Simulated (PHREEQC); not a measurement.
# Brine: an equilibrium model

Make-up at 25 °C: 1.9 mol KOH, 0.13 mol NaCl and 0.0012 mol H4SiO4 per kg of water. Closed to the air; pH follows from the charge balance.

Computed with PHREEQC (Pitzer model, pitzer.dat).

Precipitation was switched off in this run.

Question: What pH does the model give?

Answer: pH 14.33.

Complexes and solids missing from the database can't appear. In brines, pH and single-ion activities rest on the MacInnes convention.
